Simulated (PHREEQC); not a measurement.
A solution holds 0.011 mol/kgw H2SO4, 0.27 mol/kgw LiCl and 0.21 mol/kgw HCl, at 45 °C. Closed to the air; pH follows from the charge balance.

Computed with PHREEQC (ion-association model, phreeqc.dat).

Q: The ionic strength comes out as 0.494 mol/kgw. What activity coefficients do Li+, HSO4-, SO4-2, LiSO4-, H+ get?

A: Li+ 0.70, HSO4- 0.72, SO4-2 0.20, LiSO4- 0.67, H+ 0.76.

No solid was allowed to form. Away from 25 °C the constants follow the database's enthalpies or fits; those with neither stay at their 25 °C values.
